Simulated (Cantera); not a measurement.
Input (Python, Cantera):

```python
import numpy as np
import cantera as ct

gas = ct.Solution("gri30.yaml")
gas.TP = 300, 100000
flame = ct.CounterflowDiffusionFlame(gas, width=0.02)
flame.fuel_inlet.X, flame.fuel_inlet.T = {'CH3OH': 1}, 523
flame.oxidizer_inlet.X, flame.oxidizer_inlet.T = {'O2': 0.22, 'N2': 0.78}, 550
flame.set_refine_criteria(ratio=3, slope=0.12, curve=0.24, prune=0.03)
show = ['OH', 'H', 'NO', 'CO', 'C2H2']

rows = []
print(f"{'mdot':>8s}{'a_max':>10s}{'a_mean':>10s}{'Tmax/K':>9s}" + "".join(f"{s:>11s}" for s in show) + "   (peak mole fractions)")
for i, mdot in enumerate([0.25, 0.37, 0.55, 0.83, 1.2, 1.8, 2.7]):  # kg/m2/s on the oxidiser side
    flame.oxidizer_inlet.mdot, flame.fuel_inlet.mdot = mdot, 1.2 * mdot
    flame.solve(loglevel=0, auto=(i == 0))
    if flame.T.max() < max(523, 550) + 100:
        print(f"{mdot:8.3g}  no burning solution found from the previous one")
        break
    dT = np.abs(np.gradient(flame.T, flame.grid))
    rows.append([flame.strain_rate("max"), flame.strain_rate("mean"), flame.T.max(),
                 *(flame.X[gas.species_index(s)].max() for s in show), max(dT[0], dT[-1]) / dT.max()])
    print(f"{mdot:8.3g}{rows[-1][0]:10.1f}{rows[-1][1]:10.1f}{rows[-1][2]:9.1f}" + "".join(f"{x:11.3e}" for x in rows[-1][3:-1]))
```

Result:

```
    mdot     a_max    a_mean   Tmax/K         OH          H         NO         CO       C2H2   (peak mole fractions)
    0.25     195.9      40.1   2197.8  1.184e-02  7.400e-03  1.389e-04  1.933e-01  1.241e-04
    0.37     278.3      59.4   2153.9  1.205e-02  8.396e-03  9.923e-05  1.912e-01  1.624e-04
    0.55     398.6      88.3   2102.8  1.207e-02  9.417e-03  7.166e-05  1.883e-01  2.092e-04
    0.83     582.6     133.3   2048.7  1.197e-02  1.048e-02  5.373e-05  1.848e-01  2.656e-04
     1.2     823.3     192.7   2004.8  1.189e-02  1.149e-02  4.418e-05  1.822e-01  3.244e-04
     1.8    1207.5     289.0   1952.7  1.159e-02  1.251e-02  3.596e-05  1.786e-01  3.877e-04
     2.7    1774.9     433.5   1897.5  1.105e-02  1.331e-02  2.896e-05  1.745e-01  4.348e-04
```

Detailed kinetics in Cantera: GRI-Mech 3.0 (53 species, 325 reactions). GRI-Mech 3.0 was tuned for natural gas; its chemistry of methanol as a main component is partial and can be far from experiment. GRI-Mech 3.0 has no aromatics or soot, which form on the fuel side of real flames. The maximum strain rate includes the flame's own expansion and is several times the mean.
